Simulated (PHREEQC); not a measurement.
A solution holds 0.3 mol TMAH and 0.088 mol NaHCO3 per kg of water, at 20 °C. Closed to the air; pH follows from the charge balance.

Equilibrium calculation in PHREEQC: ion-association model, wateq4f.dat.

Precipitation was switched off in this run.

**Question.** What pH, activity of water, ionic strength does the model give?

**Answer.** pH 13.31; activity of water 0.989; ionic strength 0.441 mol/kgw.

**Question.** In which forms is C present?

**Answer.** CO3-2 80 %, NaCO3- 20 % of the C.

Complexes and solids missing from the database can't appear. (CH3)4N+ isn't in the database: it is added as a free cation with an ion size of 4 Å.
